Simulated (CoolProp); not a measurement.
Properties of R1234yf along the isotherm 390.6 K (Tc = 367.8 K, pc = 3.384 MPa, ω = 0.276).

Computed with CoolProp (reference Helmholtz-energy equation of state, Lemmon 2022).

```
p (MPa)          phase  density (kg/m³)  cp (kJ/(kg K))  speed of sound (m/s)  Joule-Thomson coefficient (K/MPa)  conductivity (mW/(m K))  fugacity coefficient
-------  -------------  ---------------  --------------  --------------------  ---------------------------------  -----------------------  --------------------
0.0268             gas           0.9432           1.055                 174.6                              8.062                     21.6                0.9977
0.0507             gas            1.788           1.056                 174.3                              8.078                     21.6                0.9957
0.0962             gas            3.406           1.058                 173.7                              8.109                     21.6                0.9919
0.182              gas            6.492           1.062                 172.7                              8.169                     21.7                0.9847
0.346              gas            12.52           1.071                 170.6                              8.286                     21.8                0.9710
0.655              gas            24.39           1.089                 166.6                              8.519                     21.9                0.9454
1.24               gas            49.02           1.131                 158.6                              9.013                     22.3                0.8976
2.35               gas            106.9           1.266                 141.6                              10.18                     23.6                0.8093
4.46     supercritical            345.2           2.810                 104.5                              11.64                     35.2                0.6449
8.46     supercritical            771.8           1.724                 225.6                              1.396                     48.6                0.4270
```

The peak of cp marks the crossing from liquid-like to gas-like fluid above the critical point.

Thermal conductivity comes from a separate model (Perkins 2011).
